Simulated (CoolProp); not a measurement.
A single-stage vapour-compression cycle with cyclopropane: evaporating at 283.15 K (dew point), condensing at 315.15 K (bubble point), superheat 10 K, subcooling 0 K, compressor efficiency 0.65, no pressure losses. Each further row changes one setting.

Values from CoolProp's reference Helmholtz-energy equation of state, Polt 1992. This equation is an older, rougher fit; its heat capacities, sound speeds and derivatives of the liquid may be far off and weren't checked against measurements.

```json
[
 {"case": "as stated", "cooling COP": "4.98", "pressure ratio": "2.37", "discharge temperature (K)": "350.3", "refrigerating effect (kJ/kg)": "366", "volumetric capacity (kJ/m³)": "3260"},
 {"case": "evaporating temperature 288.15 K", "cooling COP": "6.11", "pressure ratio": "2.04", "discharge temperature (K)": "345.7", "refrigerating effect (kJ/kg)": "370", "volumetric capacity (kJ/m³)": "3800"},
 {"case": "condensing temperature 310.15 K", "cooling COP": "6.03", "pressure ratio": "2.09", "discharge temperature (K)": "342.3", "refrigerating effect (kJ/kg)": "377", "volumetric capacity (kJ/m³)": "3370"},
 {"case": "subcooling 5 K", "cooling COP": "5.14", "pressure ratio": "2.37", "discharge temperature (K)": "350.3", "refrigerating effect (kJ/kg)": "377", "volumetric capacity (kJ/m³)": "3370"},
 {"case": "superheat 20 K", "cooling COP": "4.96", "pressure ratio": "2.37", "discharge temperature (K)": "360.2", "refrigerating effect (kJ/kg)": "381", "volumetric capacity (kJ/m³)": "3250"},
 {"case": "compressor efficiency 0.55", "cooling COP": "4.21", "pressure ratio": "2.37", "discharge temperature (K)": "357.6", "refrigerating effect (kJ/kg)": "366", "volumetric capacity (kJ/m³)": "3260"}
]
```
